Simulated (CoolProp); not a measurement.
The numbers come from the reference Helmholtz-energy equation of state, Thol 2016 in CoolProp.

Q: Give the vapour pressure (MPa), liquid density (kg/m³), enthalpy of vaporisation (kJ/kg), liquid cp (kJ/(kg K)) of saturated hexamethyldisiloxane (MM) at 375.3, 387.5, 393.6 K.

A: 
```json
[
 {"T (K)": "375.3", "p (MPa)": "0.106", "liquid density (kg/m³)": "673", "enthalpy of vaporisation (kJ/kg)": "192", "liquid cp (kJ/(kg K))": "2.12"},
 {"T (K)": "387.5", "p (MPa)": "0.149", "liquid density (kg/m³)": "658", "enthalpy of vaporisation (kJ/kg)": "185", "liquid cp (kJ/(kg K))": "2.16"},
 {"T (K)": "393.6", "p (MPa)": "0.175", "liquid density (kg/m³)": "650", "enthalpy of vaporisation (kJ/kg)": "182", "liquid cp (kJ/(kg K))": "2.18"}
]
```
